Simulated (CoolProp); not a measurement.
Sulfur hexafluoride at 450.39 K and 3.96 MPa flows at 0.44 m/s in a round tube of 2 mm bore and 0.25 µm roughness, fully developed (64/Re and Nu = 3.66 if laminar; Colebrook and Gnielinski if turbulent). Each further row changes one setting.

Computed with CoolProp (reference Helmholtz-energy equation of state, Guder 2009).

| case | Reynolds number | Darcy friction factor | pressure drop (Pa/m) | heat-transfer coefficient (W/(m² K)) | mass flow (kg/h) |
|---|---|---|---|---|---|
| as stated | 6230 | 0.0353 | 292 | [?] | 0.852 |
| velocity 0.88 m/s | 12500 | 0.0294 | [?] | 520 | 1.70 |
| diameter 4 mm | 12500 | 0.0293 | [?] | [?] | [?] |

Question: Fill in the missing entries.

Answer: 
- as stated, heat-transfer coefficient (W/(m² K)): 289
- velocity 0.88 m/s, pressure drop (Pa/m): 974
- diameter 4 mm, pressure drop (Pa/m): 121
- diameter 4 mm, heat-transfer coefficient (W/(m² K)): 259
- diameter 4 mm, mass flow (kg/h): 3.41

Viscosity comes from a separate model (Quiñones-Cisneros 2012). Thermal conductivity comes from a separate model (Assael 2012).
